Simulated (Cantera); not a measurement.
# B2H6 + H2O + H2 (boron, boron nitride and boron oxide)

Feed: 1 mol B2H6, a varied amount of H2O, 2.3 mol H2, at 1200 K and 7.90 mbar.

Method: chemical equilibrium by Gibbs-energy minimisation in Cantera with the NASA 1993 tables (ideal gas, pure condensed phases). Candidate condensed phases: B, B2O3, B3O3H3, H2O; 23 gas species. The feed counts by its element totals alone. Mutual solubility and eutectic melting of coexisting phases are not modelled. Gases not in the tables: H3BO3. Kinetics and transport are ignored.

```
n(H2O) (mol)   x H2    x H2O   x HBO2     x HBO  n B(s)  n B2O3(l)
------------  -----  -------  -------  --------  ------  ---------
1.1           0.999  5.53e-7  6.96e-6  0.000664    1.26      0.361
1.6           0.999  5.53e-7  6.96e-6  0.000664   0.928      0.528
2.1           0.999  5.53e-7  6.96e-6  0.000664   0.594      0.694
2.7           0.999  5.53e-7  6.96e-6  0.000664   0.193      0.893
3.2           0.976   0.0228  0.00141   3.20e-6       0      0.994
3.7           0.921   0.0764  0.00259   1.65e-6       0      0.988
4.2           0.872    0.124  0.00330   1.22e-6       0      0.984
4.7           0.828    0.168  0.00383   1.00e-6       0      0.980
```
x: gas mole fraction; n: condensed amount in mol.

From 1.1 mol H2O to 2.7 mol H2O the condensed part is B(s) + B2O3(l). From 3.2 mol H2O to 4.7 mol H2O the condensed part is B2O3(l). The share of B in condensed phases is highest at 3.2 mol H2O (99.4 %) and lowest at 4.7 mol H2O (98.0 %).
